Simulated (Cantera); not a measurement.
An adiabatic, constant-volume homogeneous reactor starts with C2H4 : O2 : N2 : H2O = 1 : 1.36 : 12.4 : 0.91 (molar parts), at 1325 K and 4500 Torr. Integrator tolerance rtol = 1e-08.

Computed with Cantera and GRI-Mech 3.0 (53 species, 325 reactions). GRI-Mech 3.0 was tuned for natural gas; its chemistry of ethylene as a main component is partial and can be far from experiment.

Task: What does this change do: initial temperature 1325 to 1175 K?

Result: 
| quantity | before | after |
|---|---|---|
| time of steepest temperature rise | 56.3 µs | 1.55 ms |
| temperature at 4.00 s | 2271 K | 2134 K |
| equilibrium temperature | 2271 K | 2134 K |
| x(C2H4) at 4.00 s | <1e-12 (gas-phase equilibrium <1e-12) | <1e-12 (gas-phase equilibrium <1e-12) |
| x(O2) at 4.00 s | 2.09e-7 (gas-phase equilibrium 2.09e-7) | 3.42e-8 (gas-phase equilibrium 3.42e-8) |
| x(H2O) at 4.00 s | 0.0782 (gas-phase equilibrium 0.0782) | 0.0774 (gas-phase equilibrium 0.0774) |
| x(HCO) at 4.00 s | 1.73e-7 (gas-phase equilibrium 1.73e-7) | 1.06e-7 (gas-phase equilibrium 1.06e-7) |
| x(HO2) at 4.00 s | 3.80e-10 (gas-phase equilibrium 3.80e-10) | 6.25e-11 (gas-phase equilibrium 6.25e-11) |
| x(CH2) at 4.00 s | 2.08e-12 (gas-phase equilibrium 2.31e-12) | <1e-12 (gas-phase equilibrium 1.08e-12) |
| x(C2H) at 4.00 s | <1e-12 (gas-phase equilibrium <1e-12) | <1e-12 (gas-phase equilibrium <1e-12) |

Task: What does this change do: pressure from 4500 Torr to 1350 Torr?

Result: 
| quantity | before | after |
|---|---|---|
| time of steepest temperature rise | 56.3 µs | 71.5 µs |
| temperature at 4.00 s | 2271 K | 2266 K |
| equilibrium temperature | 2271 K | 2266 K |
| x(C2H4) at 4.00 s | <1e-12 (gas-phase equilibrium <1e-12) | <1e-12 (gas-phase equilibrium <1e-12) |
| x(O2) at 4.00 s | 2.09e-7 (gas-phase equilibrium 2.09e-7) | 6.58e-7 (gas-phase equilibrium 6.58e-7) |
| x(H2O) at 4.00 s | 0.0782 (gas-phase equilibrium 0.0782) | 0.0780 (gas-phase equilibrium 0.0780) |
| x(HCO) at 4.00 s | 1.73e-7 (gas-phase equilibrium 1.73e-7) | 9.28e-8 (gas-phase equilibrium 9.28e-8) |
| x(HO2) at 4.00 s | 3.80e-10 (gas-phase equilibrium 3.80e-10) | 6.53e-10 (gas-phase equilibrium 6.53e-10) |
| x(CH2) at 4.00 s | 2.08e-12 (gas-phase equilibrium 2.31e-12) | <1e-12 (gas-phase equilibrium <1e-12) |
| x(C2H) at 4.00 s | <1e-12 (gas-phase equilibrium <1e-12) | <1e-12 (gas-phase equilibrium <1e-12) |
